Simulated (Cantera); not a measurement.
Cantera run, input and output.

```python
import numpy as np
import cantera as ct

gas = ct.Solution("h2o2.yaml")
gas.TPX = 1175, 2666, {'H2': 0.1, 'O2': 0.15, 'N2': 0.99}
reactor = ct.IdealGasConstPressureReactor(gas, energy="off", clone=False)
net = ct.ReactorNet([reactor])
net.rtol, net.atol = 1e-08, 1e-18
show = ['H2', 'O2', 'H', 'OH', 'H2O2', 'O', 'HO2']
times = np.geomspace(0.0009, 1, 15)

steps = ct.SolutionArray(gas, extra=["t"])
rows = []
print(f"{'t/s':>10s}{'T/K':>9s}{'P/Pa':>11s}" + "".join(f"{s:>11s}" for s in show))
for t in times:
    while net.time < t:
        t_next = net.step()
        steps.append(gas.state, t=t_next)
    rows.append([np.interp(t, steps.t, y) for y in (steps.T, steps.P, *steps(*show).X.T)])
    print(f"{t:10.3e}{rows[-1][0]:9.1f}{rows[-1][1]:11.4g}" + "".join(f"{x:11.3e}" for x in rows[-1][2:]))
rate = np.gradient(steps.T, steps.t)
print("integrator steps:", len(steps.t))
if steps.T.max() > steps.T[0] + 200:
    print(f"time of steepest temperature rise: {steps.t[rate.argmax()]:.4e} s")
gas.TPX = 1175, 2666, {'H2': 0.1, 'O2': 0.15, 'N2': 0.99}
gas.equilibrate("TP")
print(f"equilibrium (TP): T = {gas.T:.1f} K  " + "  ".join(f"{s} {gas[s].X[0]:.3e}" for s in show))
```

Output:

```
       t/s      T/K       P/Pa         H2         O2          H         OH       H2O2          O        HO2
 9.000e-04   1175.0       2666  8.064e-02  1.210e-01  2.388e-07  3.849e-08  4.762e-11  7.159e-08  1.137e-08
 1.485e-03   1175.0       2666  8.063e-02  1.210e-01  7.323e-06  1.182e-06  2.005e-10  2.201e-06  6.163e-08
 2.451e-03   1175.0       2666  7.698e-02  1.193e-01  1.937e-03  3.074e-04  8.893e-09  5.798e-04  1.326e-06
 4.045e-03   1175.0       2666  7.367e-03  8.527e-02  3.558e-02  2.723e-03  8.940e-08  1.486e-02  1.494e-06
 6.675e-03   1175.0       2666  5.568e-03  8.388e-02  3.134e-02  2.475e-03  8.257e-08  1.455e-02  1.499e-06
 1.102e-02   1175.0       2666  5.033e-03  8.374e-02  2.521e-02  2.350e-03  9.129e-08  1.231e-02  1.524e-06
 1.818e-02   1175.0       2666  4.187e-03  8.355e-02  1.766e-02  2.139e-03  1.042e-07  9.449e-03  1.549e-06
 3.000e-02   1175.0       2666  3.021e-03  8.338e-02  9.968e-03  1.811e-03  1.212e-07  6.289e-03  1.554e-06
 4.951e-02   1175.0       2666  1.756e-03  8.337e-02  4.130e-03  1.374e-03  1.376e-07  3.436e-03  1.504e-06
 8.170e-02   1175.0       2666  7.817e-04  8.356e-02  1.171e-03  9.094e-04  1.395e-07  1.476e-03  1.337e-06
 1.348e-01   1175.0       2666  2.745e-04  8.378e-02  2.370e-04  5.343e-04  1.130e-07  5.093e-04  1.001e-06
 2.225e-01   1175.0       2666  8.641e-05  8.391e-02  4.142e-05  2.988e-04  7.202e-08  1.595e-04  5.831e-07
 3.672e-01   1175.0       2666  2.819e-05  8.397e-02  7.758e-06  1.711e-04  4.005e-08  5.221e-05  2.768e-07
 6.060e-01   1175.0       2666  1.027e-05  8.400e-02  1.729e-06  1.039e-04  2.143e-08  1.919e-05  1.234e-07
 1.000e+00   1175.0       2666  4.215e-06  8.401e-02  4.614e-07  6.693e-05  1.155e-08  7.959e-06  5.663e-08
integrator steps: 1564
equilibrium (TP): T = 1175.0 K  H2 1.336e-08  O2 8.403e-02  H 8.734e-11  OH 3.830e-06  H2O2 7.582e-11  O 2.609e-08  HO2 1.881e-09
```

Model: the H2/O2 subset of GRI-Mech 3.0, which has no nitrogen chemistry, integrated in Cantera. Radical loss at walls, strong at low pressure, is not modelled. The temperature is held fixed by assumption; the heat of reaction is taken as removed at once.
